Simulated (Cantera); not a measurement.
A freely propagating, adiabatic, planar premixed flame of C₂H₆ : O₂ : N₂ : H₂O = 1 : 2.5 : 9.4 : 0.88 (molar parts), unburnt at 450 K and 890000 Pa; mixture-averaged transport, grid criteria slope 0.08 and curve 0.16, no radiation.

Cantera simulation using GRI-Mech 3.0 (53 species, 325 reactions); the numbers are that mechanism's predictions, not measurements. Burning velocities carry a grid error of a few per cent, more on coarse grids.

What does this change do: inlet temperature 450 to 673 K?


| quantity | before | after |
|---|---|---|
| laminar burning velocity | 21.2 cm/s | 57.1 cm/s |
| thermal thickness | 0.112 mm | 0.0736 mm |
| peak x(HCO) | 7.83e-6 | 1.62e-5 |
| peak x(CH₂O) | 0.00160 | 0.00195 |
| peak x(H) | 0.000694 | 0.00180 |
